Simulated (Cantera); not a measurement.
Charge: 1 mol SiH2Cl2, 220 mol N2, 0.41 mol Cl2, at 12000 Pa.

Cantera equilibrium calculation (NASA polynomials, part measured and part estimated; ideal gas, pure solids and liquids). Candidate condensed phases: NH4Cl, Si, Si3N4; 28 gas species. N2 is the only nitrogen source here; it is nearly inert below about 1500 K, so the nitride shown seldom forms there in practice. The tables' values for SiCl3 are old estimates; treat these amounts as uncertain. Kinetics and transport are ignored. All values below are at 977 °C.

Base state: N2 0.990, HCl 0.00801, SiCl4 0.00111, H2 0.000505, SiCl3 7.17e-5, SiCl2 3.33e-5 (mole fractions); condensed: Si3N4(s).

What changes in the equilibrium state with this change: Cl2 from 0.41 to 0.011 mol?


```csv
species,before,after
N2,0.990,0.991
HCl,0.00801,0.00751
H2,0.000505,0.000763
SiCl4,0.00111,0.000372
SiCl3,7.17e-5,3.17e-5
SiCl2,3.33e-5,1.93e-5
"Si3N4(s), mol",0.244,0.302
```
